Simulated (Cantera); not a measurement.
A closed system holds: 1 mol BF3, 0.3 mol NH3, 1.3 mol N2, equilibrated at 1348.15 K and 0.293 Torr.

Equilibrium computed with Cantera from the NASA thermochemical tables; the gas is ideal and each condensed phase is pure. Candidate condensed phases: B, BN; 31 gas species. The tables' values for BF2 are old estimates; treat these amounts as uncertain. The numbers say what is thermodynamically allowed, not how fast it happens.

Base state: N2 0.497, BF3 0.336, H2 0.145, HF 0.0198, BF2 0.00153, BHF2 0.000624, H 4.47e-5, BF 3.59e-5 (mole fractions); condensed: BN(s).

**Question.** What changes in the equilibrium state with this change: temperature from 1348.15 K to 1123.15 K?

**Answer.** 
```tsv
species	before	after
N2	0.497	0.498
BF3	0.336	0.340
H2	0.145	0.148
HF	0.0198	0.0137
BF	3.59e-5	1.78e-8
BF2	0.00153	1.82e-5
H	4.47e-5	8.33e-7
BN(s), mol	0.0170	0.0131
```

**Question.** What changes in the equilibrium state with this change: temperature from 1348.15 K to 823 K?

**Answer.** 
```tsv
species	before	after
N2	0.497	0.499
BF3	0.336	0.343
H2	0.145	0.152
HF	0.0198	0.00597
BF2	0.00153	1.05e-9
H	4.47e-5	<1e-9
BN(s), mol	0.0170	0.00577
```
